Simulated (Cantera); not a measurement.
A closed system holds: 1 mol FeS2, 0.2 mol O2, 50 mol N2, at 1152 °C and 0.0410 bar.

Cantera equilibrium calculation (NASA polynomials, part measured and part estimated; ideal gas, pure solids and liquids). Candidate condensed phases: Fe, FeO, FeS, FeSO4, FeS2, Fe2O3, Fe2(SO4)3, Fe3O4, S; 19 gas species. FeS: taken at fixed stoichiometry. Equilibrium is a limit: real reactors are often held back by kinetics, nucleation or transport.

Base state: N2 0.988, S2 0.00782, SO2 0.00383, SO 0.000211, S2O 3.72e-5 (mole fractions); condensed: FeS(s).

### Question
What changes in the equilibrium state with this change: temperature from 1152 °C to 1300 °C?

### Answer
```
species        before     after
-----------  --------  --------
N2              0.988     0.988
S2            0.00782   0.00887
SO2           0.00383   0.00292
S             7.11e-6   4.25e-5
SO           0.000211  0.000498
S2O           3.72e-5   3.46e-5
FeS(s), mol     1.000         0
FeO(s), mol         0    0.0769
FeS(l), mol         0     0.923
```
Metal and sulfide melt together well below either melting point, which pure phases cannot show. Mutual solubility and eutectic melting of coexisting phases are not modelled. The tables' stoichiometric FeO is somewhat more stable than real wüstite, so its field is too wide. FeO, FeS: taken at fixed stoichiometry.
